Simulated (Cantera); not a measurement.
Charge: 1 mol Si, 0.66 mol H₂, 0.52 mol HCl, at 598.15 K and 1.00 bar.

Equilibrium computed with Cantera from the NASA thermochemical tables; the gas is ideal and each condensed phase is pure. Candidate condensed phases: Si; 19 gas species. Rates play no part.

Base state: H₂ 0.859, SiCl₄ 0.0827, SiHCl₃ 0.0561, SiH₂Cl₂ 0.00189, HCl 3.34e-5, SiH₃Cl 1.25e-5 (mole fractions); condensed: Si(s).

Question: What changes in the equilibrium state with this change: temperature from 598.15 K to 1000 K?

Answer: 
```tsv
species	before	after
H₂	0.859	0.853
SiCl₄	0.0827	0.0846
SiHCl₃	0.0561	0.0475
HCl	3.34e-5	0.0107
SiCl₂	<1e-9	0.000229
SiCl₃	1.80e-7	0.000894
SiH₃Cl	1.25e-5	4.44e-5
SiH₂Cl₂	0.00189	0.00287
Si(s), mol	0.855	0.859
```
The tables' values for SiCl₃ are old estimates; treat these amounts as uncertain.
